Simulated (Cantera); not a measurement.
Mixture: 4.55 % CH₄, 19.0 % O₂, 71.5 % N₂, 5.01 % CO₂, equivalence ratio 0.48, at 500000 Pa, adiabatic and at constant volume. Ignition delay is the time to a rise of 400 K.

Cantera simulation using GRI-Mech 3.0 (53 species, 325 reactions); the numbers are that mechanism's predictions, not measurements.

Task: Predict: delay at 1050 K; delay at 1125 K; delay at 1200 K; delay at 1275 K; delay at 1350 K; delay at 1425 K; delay at 1500 K; apparent activation energy between 1350 and 1500 K.

Result: 
| Property | Value |
|---|---|
| delay at 1050 K | 61.8 ms |
| delay at 1125 K | 20.1 ms |
| delay at 1200 K | 7.29 ms |
| delay at 1275 K | 2.87 ms |
| delay at 1350 K | 1.21 ms |
| delay at 1425 K | 0.547 ms |
| delay at 1500 K | 0.263 ms |
| apparent activation energy between 1350 and 1500 K | 170 kJ/mol |
